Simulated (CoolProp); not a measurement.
Model: reference Helmholtz-energy equation of state, Lemmon 2006, in CoolProp. It is a short technical equation, of lower accuracy than the large ones.

Q: For toluene, give the phase and the Z, cp (kJ/(kg K)), Joule-Thomson coefficient (K/MPa), isothermal compressibility (1/MPa) at -77.45 °C and 1.01 bar; -23.85 °C and 1.01 bar; 40.55 °C and 1.01 bar.

A: 
- -77.45 °C and 1.01 bar: liquid; Z 0.00597, cp 1.48, Joule-Thomson coefficient -0.569, isothermal compressibility 0.000464
- -23.85 °C and 1.01 bar: liquid; Z 0.00495, cp 1.56, Joule-Thomson coefficient -0.526, isothermal compressibility 0.000658
- 40.55 °C and 1.01 bar: liquid; Z 0.00421, cp 1.75, Joule-Thomson coefficient -0.439, isothermal compressibility 0.00103
